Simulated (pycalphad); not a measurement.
Computed with pycalphad from the COST 507 light-alloy database (1999), at 1 atm. The database dates from 1999; later assessments differ in places, in temperatures and in the compounds included. Phase fractions are per mole of atoms. Kinetics are ignored, which matters at the lower temperatures.

Give the equilibrium state of V-1.66Si (at.%) at 950 K.

BCC_A2, fraction 0.940, with 0.33 Si at.%; SIV3, fraction 0.060, with 22.6 Si at.%.

Database names, with the compositions (at.%) that they take in these runs: SIV3: V 75-79 Si 21-25. BCC_A2 is bcc.
